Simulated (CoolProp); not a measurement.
200 sccm (0 °C, 1 atm) of nitrogen bubbles through liquid tetrahydrofuran at 320.2 K and leaves saturated at a total pressure of 0.15 MPa (ideal gas phase). Each further row changes one setting.

The numbers come from the reference Helmholtz-energy equation of state, Fiedler 2023 in CoolProp.

```
case                      vapour pressure (kPa)  mole fraction of vapour  delivery (mg/min)  delivery (sccm)  change of delivery for a bath 1 K warmer (%)
------------------------  ---------------------  -----------------------  -----------------  ---------------  --------------------------------------------
as stated                                  52.7                      [?]                [?]              [?]                                           5.9
bath temperature 325.2 K                    [?]                    0.421                [?]              146                                           [?]
total pressure 0.3 MPa                     52.7                      [?]                [?]             42.6                                           4.6
```

Problem. What belongs in the gaps?

Solution. 
- as stated, mole fraction of vapour: 0.351
- as stated, delivery (mg/min): 348
- as stated, delivery (sccm): 108
- bath temperature 325.2 K, vapour pressure (kPa): 63.2
- bath temperature 325.2 K, delivery (mg/min): 468
- bath temperature 325.2 K, change of delivery for a bath 1 K warmer (%): 6.4
- total pressure 0.3 MPa, mole fraction of vapour: 0.176
- total pressure 0.3 MPa, delivery (mg/min): 137
